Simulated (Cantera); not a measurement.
Cantera run:

```python
import numpy as np
import cantera as ct

gas_names = """
    Br Br2 H HBr HO2 H2 H2O H2O2 O OH O2 O3 Si SiBr SiBr2 SiBr3 SiBr4 SiH SiHBr3 SiH2 SiH2Br2 SiH3
    SiH3Br SiH4 SiO SiO2 Si2 Si3
""".split()
cond_names = """
    Br2(cr) Br2(L) H2O(s) H2O(L) Si(cr) Si(L) SiO2(Lqz) SiO2(hqz) SiO2(L)
""".split()


# ... load() reads the species with a 1 bar reference pressure and builds the phases ...
atoms = {
    'SiO2': {'Si': 1, 'O': 2},
    'HBr': {'H': 1, 'Br': 1},
    'O2': {'O': 2},
}
top_T = {}  # K; cautious upper limits of use, not melting points


# ... equilibrate(T, P, feed) seeds the gas with the atoms and calls Mixture.equilibrate('TP', solver="vcs", rtol=1e-11, max_steps=5000) ...
results = []
feed = {'SiO2': 1, 'HBr': 1.8, 'O2': 1}  # mol
P = 100000  # Pa
for T in [698, 773, 848, 923, 998, 1073, 1148, 1223, 1298, 1373, 1448, 1523, 1598]:
    mix = equilibrate(T, P, feed)
    results.append((T, P, feed, dict(zip(mix.species_names, mix.species_moles))))

top = {s: max(r[3][s] / sum(r[3][g] for g in gas_names) for r in results) for s in gas_names}
cols = sorted((s for s in top if top[s] > 1e-06), key=lambda s: -top[s])[:9]
seen = [c for c in cond_names if any(r[3].get(c, 0) > 1e-12 for r in results)]
print("log10 of partial pressures in bar; condensed amounts in mol")
print(f"{'T/K':>10s}" + "".join(f"{s[:9]:>10s}" for s in cols + seen))
for T, P, feed, n in results:
    ng = sum(n[g] for g in gas_names)
    print(f"{T:10.4g}" + "".join(f"{np.log10(max(n[s] / ng * P / 1e5, 1e-99)):10.3f}" for s in cols)
          + "".join(f"{n.get(c, 0):10.4g}" for c in seen))
```

Output:

```
log10 of partial pressures in bar; condensed amounts in mol
       T/K       H2O       Br2        O2        Br       HBr        OH         O        H2 SiO2(Lqz) SiO2(hqz)
       698    -0.417    -0.417    -0.631    -4.656    -3.690   -10.302   -15.815   -15.734         1         0
       773    -0.417    -0.417    -0.630    -3.949    -3.185    -9.126   -13.988   -13.949         1         0
       848    -0.418    -0.418    -0.630    -3.367    -2.770    -8.157   -12.482   -12.477         0         1
       923    -0.420    -0.420    -0.630    -2.879    -2.423    -7.345   -11.219   -11.242         0         1
       998    -0.423    -0.425    -0.629    -2.464    -2.130    -6.656   -10.144   -10.193         0         1
      1073    -0.428    -0.432    -0.628    -2.109    -1.880    -6.063    -9.219    -9.291         0         1
      1148    -0.435    -0.445    -0.627    -1.803    -1.668    -5.549    -8.414    -8.508         0         1
      1223    -0.446    -0.464    -0.625    -1.537    -1.488    -5.101    -7.706    -7.825         0         1
      1298    -0.461    -0.493    -0.625    -1.308    -1.336    -4.706    -7.080    -7.225         0         1
      1373    -0.480    -0.534    -0.626    -1.111    -1.211    -4.358    -6.523    -6.695         0         1
      1448    -0.502    -0.589    -0.628    -0.943    -1.110    -4.049    -6.024    -6.224         0         1
      1523    -0.527    -0.660    -0.632    -0.802    -1.032    -3.773    -5.574    -5.802         0         1
      1598    -0.552    -0.751    -0.638    -0.687    -0.975    -3.525    -5.168    -5.422         0         1
```

These are equilibrium values from Cantera (NASA tables, ideal gas, pure condensed phases), not measurements of a reactor. The tables hold silica as quartz up to 1696 K and as liquid above; real silica turns to tridymite and cristobalite and melts near 1996 K. Gases not in the tables: Si(OH)4.
